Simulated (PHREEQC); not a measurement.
Make-up at 25 °C: 0.077 mol H2SO4 and 0.0012 mol FeCl3 per kg of water. Closed to the air; pH follows from the charge balance.

Model: ion-association model, phreeqc.dat, run in PHREEQC.

This is a speciation only: nothing precipitates in the calculation.

Question: What pH, density does the model give?

Answer: pH 1.11; density 1.002 g/cm³.

Question: In which forms is S present?

Answer: HSO4- 76 %, SO4-2 22 %, FeSO4+ 0.9 % of the S.

Examples of supersaturated solids here: Hematite (slow to form). Others may be too. Species that the database lacks are ignored.
